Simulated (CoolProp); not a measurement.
Vapour-liquid equilibrium of R125 (1) + n-butane (2) at 1.32 bar; x and y are mole fractions of (1).

Computed with CoolProp (multi-fluid Helmholtz-energy mixture model, Lemmon 2005 and Bücker 2006; pair parameters Bell 2016).

```json
[
 {"x": "0.05", "bubble temperature (°C)": "-15.9", "y at the bubble point": "0.596", "dew temperature at overall composition x (°C)": "5.2", "liquid density (mol/L)": "10.65"},
 {"x": "0.15", "bubble temperature (°C)": "-33.2", "y at the bubble point": "0.831", "dew temperature at overall composition x (°C)": "2.2", "liquid density (mol/L)": "11.03"},
 {"x": "0.25", "bubble temperature (°C)": "-38.6", "y at the bubble point": "0.879", "dew temperature at overall composition x (°C)": "-1.1", "liquid density (mol/L)": "11.21"},
 {"x": "0.35", "bubble temperature (°C)": "-40.4", "y at the bubble point": "0.893", "dew temperature at overall composition x (°C)": "-4.7", "liquid density (mol/L)": "11.34"},
 {"x": "0.45", "bubble temperature (°C)": "-40.8", "y at the bubble point": "0.897", "dew temperature at overall composition x (°C)": "-8.8", "liquid density (mol/L)": "11.44"},
 {"x": "0.55", "bubble temperature (°C)": "-40.9", "y at the bubble point": "0.898", "dew temperature at overall composition x (°C)": "-13.5", "liquid density (mol/L)": "11.56"},
 {"x": "0.65", "bubble temperature (°C)": "-41.0", "y at the bubble point": "0.900", "dew temperature at overall composition x (°C)": "-19.0", "liquid density (mol/L)": "11.69"},
 {"x": "0.75", "bubble temperature (°C)": "-41.3", "y at the bubble point": "0.906", "dew temperature at overall composition x (°C)": "-25.9", "liquid density (mol/L)": "11.86"},
 {"x": "0.85", "bubble temperature (°C)": "-41.8", "y at the bubble point": "0.922", "dew temperature at overall composition x (°C)": "-35.2", "liquid density (mol/L)": "12.06"},
 {"x": "0.95", "bubble temperature (°C)": "-42.4", "y at the bubble point": "0.962", "dew temperature at overall composition x (°C)": "-42.3", "liquid density (mol/L)": "12.31"}
]
```

No azeotrope shows between x = 0.05 and 0.95.

The pair parameters rest on a limited set of measurements; away from them the model extrapolates. With so large a gap from Raoult's law the liquid may split in two, which this calculation doesn't test in full.
